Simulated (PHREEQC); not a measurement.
A solution holds 0.16 mol HF, 0.024 mol NH4HF2 and 0.081 mol H2SiF6 per kg of water, at 25 °C. Closed to the air; pH follows from the charge balance.

The numbers come from PHREEQC with the ion-association model, phreeqc.dat.

```tsv
quantity	before	after
pH	0.95	2.17
ionic strength (mol/kgw)	0.246	0.0317
HF (mol/kgw)	0.203	0.164
F- (mol/kgw)	0.00186	0.0195
HF2- (mol/kgw)	0.00144	0.0123
NH3 (mol/kgw)	7.66e-11	1.68e-9
```

Problem. Name the change that produced these shifts.
A. HF left out
B. H2SiF6 from 0.081 to 0.121 mol/kgw
C. H2SiF6 left out
D. diluted 5-fold with water
E. temperature from 25 to 80 °C

Solution. C, H2SiF6 left out

Precipitation was switched off in this run. SiF6-2 is the database's only silicon fluoride.
